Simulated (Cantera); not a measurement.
An isothermal, constant-pressure homogeneous reactor starts with 0.412 % H2, 77.8 % O2, 21.8 % N2, at 1100 K and 0.0118 atm.

Computed with Cantera and the H2/O2 subset of GRI-Mech 3.0, which has no nitrogen chemistry. Radical loss at walls, strong at low pressure, is not modelled.

One state of this run: x H2 = 7.52e-6; x O2 = 0.775; x H2O2 = 7.25e-9; x OH = 0.000198; x O = 0.00244; x H2O = 0.00398. x: mole fraction; the columns are a selection and need not sum to one.

Question: Which value of t (s) does it belong to?
A) 0.148
B) 5.00
C) 1.55
D) 0.0457

Answer: A, 0.148
